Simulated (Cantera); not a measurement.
# Gas activation for diamond growth

An isothermal, constant-pressure homogeneous reactor starts with CH4 : H2 : N2 = 0.012 : 1 : 0.0068 (molar parts), at 1800 K and 21.8 Torr.

Cantera simulation using GRI-Mech 3.0 (53 species, 325 reactions); the numbers are that mechanism's predictions, not measurements. GRI-Mech 3.0 stops at C3 and has no aromatics, soot or wall deposition, so with more carbon than oxygen in the feed, carbon stays in small species such as C2H2 where larger ones or solid carbon would form. Radical loss at walls, strong at low pressure, is not modelled.

| t (s) | x CH4 | x H2 | x C2H | x HCN | x CH2 |
|---|---|---|---|---|---|
| 1.00e-6 | 0.0118 | 0.982 | <1e-12 | <1e-12 | <1e-12 |
| 1.00e-5 | 0.0118 | 0.982 | <1e-12 | <1e-12 | <1e-12 |
| 0.000100 | 0.0118 | 0.982 | <1e-12 | <1e-12 | 6.12e-12 |
| 0.00100 | 0.0118 | 0.982 | <1e-12 | <1e-12 | 5.99e-10 |
| 0.0100 | 0.0117 | 0.981 | 9.57e-12 | 2.86e-12 | 5.61e-8 |
| 0.100 | 0.00924 | 0.981 | 1.76e-8 | 3.84e-9 | 6.94e-7 |
| 1.00 | 0.00232 | 0.984 | 8.35e-8 | 3.97e-8 | 2.21e-7 |
| 10.0 | 0.000272 | 0.985 | 1.06e-7 | 1.18e-7 | 2.79e-8 |
| 100 | 0.000124 | 0.985 | 1.07e-7 | 3.25e-7 | 1.28e-8 |
x: mole fraction; the columns are a selection and need not sum to one.

Equilibrium at this temperature and pressure: CH4 0.000107, H2 0.985, C2H 8.04e-8, HCN 0.00290, CH2 1.11e-8 (gas phase only).
